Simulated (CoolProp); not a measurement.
Octamethylcyclotetrasiloxane (D4) along the isobar 388 kPa: density (kg/m³) from the reference equation and from simpler models built on Tc = 586.5 K, pc = 1347 kPa, ω = 0.598; each cubic takes its own stable root.

Values from CoolProp's reference Helmholtz-energy equation of state, Thol 2015.

```json
[
 {"T (K)": "460.8", "phase": "liquid", "reference": "749.9"},
 {"T (K)": "471", "phase": "liquid", "reference": "734.7"},
 {"T (K)": "481.3", "phase": "liquid", "reference": "718.7"},
 {"T (K)": "491.5", "phase": "liquid", "reference": "702.0"},
 {"T (K)": "501.7", "phase": "liquid", "reference": "684.1"},
 {"T (K)": "511.9", "phase": "gas", "reference": "33.97"},
 {"T (K)": "522.1", "phase": "gas", "reference": "32.54"},
 {"T (K)": "532.4", "phase": "gas", "reference": "31.28"},
 {"T (K)": "542.6", "phase": "gas", "reference": "30.18"},
 {"T (K)": "552.8", "phase": "gas", "reference": "29.19"},
 {"T (K)": "563", "phase": "gas", "reference": "28.29"},
 {"T (K)": "573.3", "phase": "gas", "reference": "27.47"}
]
```

Question: How far does each simpler model (van der Waals, Redlich-Kwong, Soave-Redlich-Kwong, Peng-Robinson) lie from the reference over these 12 states: mean and median of the absolute difference, and the worst?

Answer: 
- van der Waals: mean 42.5 %, median 7.4 %, worst -95.3 % at 501.7 K and 388 kPa
- Redlich-Kwong: mean 28.3 %, median 4.2 %, worst -95.1 % at 501.7 K and 388 kPa
- Soave-Redlich-Kwong: mean 4.8 %, median 1.2 %, worst -11.5 % at 501.7 K and 388 kPa
- Peng-Robinson: mean 1.0 %, median 0.7 %, worst +2.5 % at 460.8 K and 388 kPa

At some of these states van der Waals, Redlich-Kwong gives the other phase, because its saturation line lies elsewhere.
